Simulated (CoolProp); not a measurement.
A single-stage vapour-compression cycle with R11: evaporating at 258.15 K (dew point), condensing at 298.15 K (bubble point), superheat 2 K, subcooling 5 K, compressor efficiency 0.85, no pressure losses. Each further row changes one setting.

Model: reference Helmholtz-energy equation of state, Jacobsen 1992, in CoolProp.

```json
[
 {"case": "as stated", "cooling COP": "5.02", "pressure ratio": "5.25", "discharge temperature (K)": "320.5", "refrigerating effect (kJ/kg)": "166", "volumetric capacity (kJ/m³)": "215"},
 {"case": "evaporating temperature 263.15 K", "cooling COP": "[?]", "pressure ratio": "[?]", "discharge temperature (K)": "[?]", "refrigerating effect (kJ/kg)": "[?]", "volumetric capacity (kJ/m³)": "273"},
 {"case": "condensing temperature 293.15 K", "cooling COP": "[?]", "pressure ratio": "4.39", "discharge temperature (K)": "313.6", "refrigerating effect (kJ/kg)": "170", "volumetric capacity (kJ/m³)": "221"},
 {"case": "subcooling 10 K", "cooling COP": "[?]", "pressure ratio": "5.25", "discharge temperature (K)": "320.5", "refrigerating effect (kJ/kg)": "170", "volumetric capacity (kJ/m³)": "221"},
 {"case": "superheat 12 K", "cooling COP": "4.99", "pressure ratio": "5.25", "discharge temperature (K)": "331.7", "refrigerating effect (kJ/kg)": "171", "volumetric capacity (kJ/m³)": "[?]"},
 {"case": "compressor efficiency 0.75", "cooling COP": "4.43", "pressure ratio": "5.25", "discharge temperature (K)": "[?]", "refrigerating effect (kJ/kg)": "166", "volumetric capacity (kJ/m³)": "215"}
]
```

Some entries are withheld; supply them.


- evaporating temperature 263.15 K, cooling COP: 5.94
- evaporating temperature 263.15 K, pressure ratio: 4.13
- evaporating temperature 263.15 K, discharge temperature (K): 317.0
- evaporating temperature 263.15 K, refrigerating effect (kJ/kg): 168
- condensing temperature 293.15 K, cooling COP: 5.82
- subcooling 10 K, cooling COP: 5.15
- superheat 12 K, volumetric capacity (kJ/m³): 214
- compressor efficiency 0.75, discharge temperature (K): 327.7
